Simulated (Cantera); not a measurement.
Charge: 1 mol H2S, 0.068 mol H2O, 0.27 mol H2, held at 1.00 Torr.

Cantera equilibrium calculation (NASA polynomials, part measured and part estimated; ideal gas, pure solids and liquids). Candidate condensed phases: H2O, H2SO4, S; 19 gas species. Kinetics and transport are ignored.

x: gas mole fraction; nothing condenses.

```json
[
 {"T (K)": "1673", "x H2": "0.669", "x H": "0.00255", "x S2": "0.255", "x S": "0.00341", "x H2O": "0.0353", "x SH": "0.0124", "x H2S": "0.0211", "x SO": "0.00141"},
 {"T (K)": "1748", "x H2": "0.669", "x H": "0.00512", "x S2": "0.252", "x S": "0.00662", "x H2O": "0.0338", "x SH": "0.0154", "x H2S": "0.0159", "x SO": "0.00243"},
 {"T (K)": "1823", "x H2": "0.665", "x H": "0.00967", "x S2": "0.246", "x S": "0.0121", "x H2O": "0.0318", "x SH": "0.0188", "x H2S": "0.0121", "x SO": "0.00391"},
 {"T (K)": "1898", "x H2": "0.657", "x H": "?", "x S2": "0.238", "x S": "?", "x H2O": "?", "x SH": "?", "x H2S": "?", "x SO": "?"},
 {"T (K)": "1973", "x H2": "0.643", "x H": "?", "x S2": "0.225", "x S": "?", "x H2O": "?", "x SH": "?", "x H2S": "?", "x SO": "?"},
 {"T (K)": "2048", "x H2": "0.622", "x H": "0.0484", "x S2": "0.207", "x S": "0.0539", "x H2O": "0.0224", "x SH": "0.0285", "x H2S": "0.00538", "x SO": "0.0109"},
 {"T (K)": "2123", "x H2": "0.592", "x H": "0.0756", "x S2": "0.185", "x S": "0.0801", "x H2O": "0.0187", "x SH": "0.0306", "x H2S": "0.00400", "x SO": "0.0134"},
 {"T (K)": "2198", "x H2": "0.550", "x H": "0.113", "x S2": "0.158", "x S": "0.113", "x H2O": "0.0151", "x SH": "0.0314", "x H2S": "0.00289", "x SO": "0.0156"},
 {"T (K)": "2273", "x H2": "0.498", "x H": "0.162", "x S2": "0.127", "x S": "0.150", "x H2O": "0.0119", "x SH": "0.0306", "x H2S": "0.00199", "x SO": "0.0172"},
 {"T (K)": "2348", "x H2": "0.435", "x H": "0.223", "x S2": "0.0956", "x S": "0.188", "x H2O": "0.00904", "x SH": "0.0281", "x H2S": "0.00130", "x SO": "0.0180"},
 {"T (K)": "2423", "x H2": "0.366", "x H": "0.294", "x S2": "0.0666", "x S": "0.222", "x H2O": "0.00673", "x SH": "0.0242", "x H2S": "0.000788", "x SO": "0.0180"},
 {"T (K)": "2498", "x H2": "0.295", "x H": "0.371", "x S2": "0.0430", "x S": "0.247", "x H2O": "0.00488", "x SH": "0.0195", "x H2S": "0.000446", "x SO": "0.0174"}
]
```

Question: Complete the blanks.

Answer: 
- 1973, x H: 0.0296
- 1973, x S: 0.0345
- 1973, x H2O: 0.0260
- 1973, x SH: 0.0256
- 1973, x H2S: 0.00708
- 1973, x SO: 0.00826
- 1898, x H: 0.0173
- 1898, x S: 0.0210
- 1898, x H2O: 0.0291
- 1898, x SH: 0.0222
- 1898, x H2S: 0.00925
- 1898, x SO: 0.00588
